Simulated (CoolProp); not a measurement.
R1234ze(Z) along the isotherm 440 K: Z from the reference equation and from simpler models built on Tc = 423.3 K, pc = 3531 kPa, ω = 0.327; each cubic takes its own stable root.

The numbers come from the reference Helmholtz-energy equation of state, Akasaka 2019 in CoolProp.

```csv
p (kPa),phase,reference,van der Waals,Redlich-Kwong
552,gas,0.9474,0.9562,0.9510
1100,gas,0.8918,0.9092,0.8991
1650,gas,0.8319,0.8573,0.8428
2210,gas,0.7655,0.7979,0.7798
2760,gas,0.6931,0.7296,0.7096
3310,gas,0.6099,0.6437,0.6261
3860,supercritical,0.5075,0.5114,0.5153
4410,supercritical,0.3681,0.3621,0.3678
4960,supercritical,0.2776,0.3604,0.3309
5520,supercritical,0.2684,0.3763,0.3334
6070,supercritical,0.2757,0.3965,0.3446
6620,supercritical,0.2875,0.4186,0.3590
7170,supercritical,0.3011,0.4416,0.3750
7720,supercritical,0.3157,0.4651,0.3918
8270,supercritical,0.3307,0.4888,0.4090
8830,supercritical,0.3464,0.5131,0.4269
```
